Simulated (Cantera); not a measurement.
Charge: 1 mol SiF₄, 0.8 mol O₃, equilibrated at 13300 Pa.

Equilibrium computed with Cantera from the NASA thermochemical tables; the gas is ideal and each condensed phase is pure. Candidate condensed phases: Si, SiO₂; 17 gas species. Kinetics and transport are ignored. All values below are at 1150 K.

Base state: O₂ 0.545, SiF₄ 0.455 (mole fractions); condensed: gas only.

Task: What changes in the equilibrium state with this change: O₃ from 0.8 to 0.13 mol?

Result: 
| species | before | after |
|---|---|---|
| SiF₄ | 0.455 | 0.837 |
| O₂ | 0.545 | 0.163 |

Task: What changes in the equilibrium state with this change: SiF₄ replaced by HMDSO?

Result: 
```tsv
species	before	after
H₂	0	0.997
CH₄	0	0.00310
CO	0	0.000109
O₂	0.545	<1e-9
SiF₄	0.455	0
C(graphite), mol	0	5.67
SiC(s), mol	0	0.300
SiO₂(β-quartz), mol	0	1.70
```
The feed counts by its element totals alone. Mutual solubility and eutectic melting of coexisting phases are not modelled. The tables hold silica as quartz up to 1696 K and as liquid above; real silica turns to tridymite and cristobalite and melts near 1996 K. Further candidate phases: C, C₆H₆, C₇H₈, C₈H₁₈, H₂O, SiC.
